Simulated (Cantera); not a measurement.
Adiabatic ignition

An adiabatic, constant-pressure homogeneous reactor starts with H2 : O2 : N2 : H2O = 1 : 0.5 : 1.9 : 0.28 (molar parts), equivalence ratio 1.0, at 1275 K and 3750 Torr.

Computed with Cantera and the H2/O2 subset of GRI-Mech 3.0, which has no nitrogen chemistry. The hydrogen kinetics of GRI-Mech 3.0 are dated; newer H2 mechanisms differ, most at raised pressure.

| t (s) | T (K) | x H2 | x O2 | x H2O | x H2O2 | x HO2 | x OH | x O |
|---|---|---|---|---|---|---|---|---|
| 8.00e-6 | 1276 | 0.272 | 0.136 | 0.0762 | 1.71e-6 | 6.68e-5 | 2.85e-6 | 4.07e-6 |
| 1.65e-5 | 2466 | 0.0513 | 0.0206 | 0.305 | 1.26e-6 | 2.38e-5 | 0.0269 | 0.00797 |
| 3.39e-5 | 2776 | 0.0328 | 0.0117 | 0.345 | 1.02e-6 | 9.22e-6 | 0.0203 | 0.00274 |
| 6.96e-5 | 2794 | 0.0315 | 0.0111 | 0.347 | 1.02e-6 | 8.72e-6 | 0.0197 | 0.00252 |
| 0.000143 | 2794 | 0.0315 | 0.0111 | 0.347 | 1.02e-6 | 8.72e-6 | 0.0197 | 0.00251 |
| 0.000295 | 2794 | 0.0315 | 0.0111 | 0.347 | 1.02e-6 | 8.72e-6 | 0.0197 | 0.00251 |
| 0.000606 | 2794 | 0.0315 | 0.0111 | 0.347 | 1.02e-6 | 8.72e-6 | 0.0197 | 0.00251 |
| 0.00125 | 2794 | 0.0315 | 0.0111 | 0.347 | 1.02e-6 | 8.72e-6 | 0.0197 | 0.00251 |
| 0.00257 | 2794 | 0.0315 | 0.0111 | 0.347 | 1.02e-6 | 8.72e-6 | 0.0197 | 0.00251 |
| 0.00528 | 2794 | 0.0315 | 0.0111 | 0.347 | 1.02e-6 | 8.72e-6 | 0.0197 | 0.00251 |
| 0.0109 | 2794 | 0.0315 | 0.0111 | 0.347 | 1.02e-6 | 8.72e-6 | 0.0197 | 0.00251 |
| 0.0223 | 2794 | 0.0315 | 0.0111 | 0.347 | 1.02e-6 | 8.72e-6 | 0.0197 | 0.00251 |
| 0.0459 | 2794 | 0.0315 | 0.0111 | 0.347 | 1.02e-6 | 8.72e-6 | 0.0197 | 0.00251 |
| 0.0945 | 2794 | 0.0315 | 0.0111 | 0.347 | 1.02e-6 | 8.72e-6 | 0.0197 | 0.00251 |
| 0.194 | 2794 | 0.0315 | 0.0111 | 0.347 | 1.02e-6 | 8.72e-6 | 0.0197 | 0.00251 |
| 0.400 | 2794 | 0.0315 | 0.0111 | 0.347 | 1.02e-6 | 8.72e-6 | 0.0197 | 0.00251 |
x: mole fraction; the columns are a selection and need not sum to one.

The time of steepest temperature rise is 13.4 µs and the temperature at 0.400 s is 2794 K. The equilibrium temperature is 2794 K, the x(H2) at 0.400 s is 0.0315 (gas-phase equilibrium 0.0315) and the x(O2) at 0.400 s comes out as 0.0111 (gas-phase equilibrium 0.0111). The x(H2O) at 0.400 s is 0.347 (gas-phase equilibrium 0.347).
